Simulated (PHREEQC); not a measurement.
Consider water at 69 °C with 0.0078 mol/kgw HF, 0.00019 mol/kgw (NH4)2SiF6, 0.00014 mol/kgw HBF4 and 0.00017 mol/kgw HCl. Closed to the air; pH follows from the charge balance.

Model: ion-association model, phreeqc.dat, run in PHREEQC.

Q: The ionic strength comes out as 0.00206 mol/kgw. What activity coefficients do BF4-, F-, NH4+, SiF6-2, Cl- get?

A: BF4- 0.95, F- 0.95, NH4+ 0.95, SiF6-2 0.81, Cl- 0.95.

This is a speciation only: nothing precipitates in the calculation. At this temperature some constants are extrapolated from 25 °C, and those without enthalpy data are left unchanged. SiF6-2 is the database's only silicon fluoride. Real BF4- forms and hydrolyses slowly; the run takes it at equilibrium.
